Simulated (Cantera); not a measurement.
A perfectly stirred reactor is fed with 25.4 % H₂, 74.6 % O₂, equivalence ratio 0.17, at 23.3 Torr; it is held at 1375 K, and followed from long to short residence time.

Cantera simulation using GRI-Mech 3.0 (53 species, 325 reactions); the numbers are that mechanism's predictions, not measurements. Radical loss at walls, strong at low pressure, is not modelled. The temperature is held fixed by assumption; the heat of reaction is taken as removed at once.

Q: Predict: x(H₂) at τ = 13.0 s; x(O₂) at τ = 13.0 s; x(H₂O) at τ = 13.0 s; x(H₂O₂) at τ = 13.0 s; x(HO₂) at τ = 13.0 s; x(H₂) at τ = 0.150 s; x(O₂) at τ = 0.150 s; x(H₂O) at τ = 0.150 s; x(H₂O₂) at τ = 0.150 s; x(HO₂) at τ = 0.150 s.

A: 
| Item | Value |
|---|---|
| x(H₂) at τ = 13.0 s | 7.23e-5 |
| x(O₂) at τ = 13.0 s | 0.709 |
| x(H₂O) at τ = 13.0 s | 0.290 |
| x(H₂O₂) at τ = 13.0 s | 8.48e-8 |
| x(HO₂) at τ = 13.0 s | 1.06e-6 |
| x(H₂) at τ = 0.150 s | 0.00136 |
| x(O₂) at τ = 0.150 s | 0.702 |
| x(H₂O) at τ = 0.150 s | 0.284 |
| x(H₂O₂) at τ = 0.150 s | 4.06e-7 |
| x(HO₂) at τ = 0.150 s | 9.22e-6 |
